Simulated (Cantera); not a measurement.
Input: 1 mol (CH3)2SiCl2, 0.0036 mol C3H8, 64 mol H2, equilibrated at 1000 K.

Equilibrium computed with Cantera from the NASA thermochemical tables; the gas is ideal and each condensed phase is pure. Candidate condensed phases: C, C6H6, C7H8, C8H18, Si, SiC; 109 gas species. The feed counts by its element totals alone. Equilibrium is a limit: real reactors are often held back by kinetics, nucleation or transport.

Q: At 0.00220 bar, list the 3 most abundant gas species with their mole fractions, and the condensed phases.

A: H2 0.970, HCl 0.0294, CH4 0.000198. Condensed: C(graphite) + SiC(s).
